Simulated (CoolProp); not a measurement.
Vapour-liquid equilibrium of propylene (1) + 1-butene (2) at 14.95 °C; x and y are mole fractions of (1).

Values from CoolProp's multi-fluid Helmholtz-energy mixture model, Lemmon 2013 and Lemmon 2005; pair parameters Bell 2016.

Q: Give the bubble pressure and the first vapour's composition at x = 0.425, 0.5, 0.875. Is there an azeotrope?

A: x = 0.425: 487.3 kPa, y = 0.720; x = 0.5: 537.1 kPa, y = 0.775; x = 0.875: 797.9 kPa, y = 0.958. No azeotrope shows between x = 0.05 and 0.95.

Pair parameters are fitted to limited data, so mixtures are less certain than the pure fluids.
